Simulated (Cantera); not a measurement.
Input: 1 mol C3H6, 42 mol H2, 0.48 mol N2, 0.14 mol NH3, equilibrated at 2050 K and 14.0 Pa.

Method: chemical equilibrium by Gibbs-energy minimisation in Cantera with the NASA 1993 tables (ideal gas, pure condensed phases). Candidate condensed phases: C, C6H6, C7H8, C8H18; 92 gas species. Kinetics and transport are ignored.

Base state: H2 0.814, H 0.173, N2 0.0101, HCN 0.00162, C2H2 (acetylene) 0.000865, HNC 0.000101 (mole fractions); condensed: C(graphite).

Problem. What changes in the equilibrium state with this change: temperature from 2050 K to 1900 K?

Solution. 
```tsv
species	before	after
H2	0.814	0.923
H	0.173	0.0644
N2	0.0101	0.0111
C2H2 (acetylene)	0.000865	0.000352
HNC	0.000101	4.63e-5
HCN	0.00162	0.000987
C(graphite), mol	2.83	2.92
```
